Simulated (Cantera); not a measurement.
## Low-pressure radical oxidation in H2/O2

An isothermal, constant-pressure homogeneous reactor starts with H2 : O2 = 0.11 : 1 (molar parts), equivalence ratio 0.055, at 1375 K and 0.00197 atm.

Detailed kinetics in Cantera: the H2/O2 subset of GRI-Mech 3.0, which has no nitrogen chemistry. Radical loss at walls, strong at low pressure, is not modelled. The temperature is held fixed by assumption; the heat of reaction is taken as removed at once.

| t (s) | x H2 | x O2 | x H | x O | x HO2 | x H2O2 |
|---|---|---|---|---|---|---|
| 0.000900 | 0.0991 | 0.901 | 3.15e-7 | 4.01e-7 | 1.98e-7 | 4.00e-10 |
| 0.00217 | 0.0991 | 0.901 | 9.77e-6 | 1.34e-5 | 4.74e-7 | 2.21e-9 |
| 0.00524 | 0.0513 | 0.867 | 0.0140 | 0.0207 | 4.52e-7 | 2.46e-8 |
| 0.0126 | 0.00293 | 0.825 | 0.0196 | 0.0613 | 5.39e-7 | 1.75e-8 |
| 0.0305 | 0.00289 | 0.826 | 0.0193 | 0.0607 | 5.38e-7 | 1.75e-8 |
| 0.0735 | 0.00283 | 0.827 | 0.0186 | 0.0591 | 5.38e-7 | 1.75e-8 |
| 0.177 | 0.00269 | 0.831 | 0.0170 | 0.0556 | 5.36e-7 | 1.76e-8 |
| 0.428 | 0.00238 | 0.840 | 0.0138 | 0.0480 | 5.29e-7 | 1.77e-8 |
| 1.03 | 0.00177 | 0.856 | 0.00837 | 0.0343 | 5.01e-7 | 1.73e-8 |
| 2.49 | 0.000904 | 0.876 | 0.00291 | 0.0168 | 4.10e-7 | 1.48e-8 |
| 6.00 | 0.000278 | 0.889 | 0.000480 | 0.00505 | 2.38e-7 | 9.58e-9 |
x: mole fraction; the columns are a selection and need not sum to one.

Equilibrium at this temperature and pressure: H2 7.58e-7, O2 0.896, H 6.72e-8, O 1.36e-5, HO2 4.70e-8, H2O2 4.17e-10 (gas phase only).
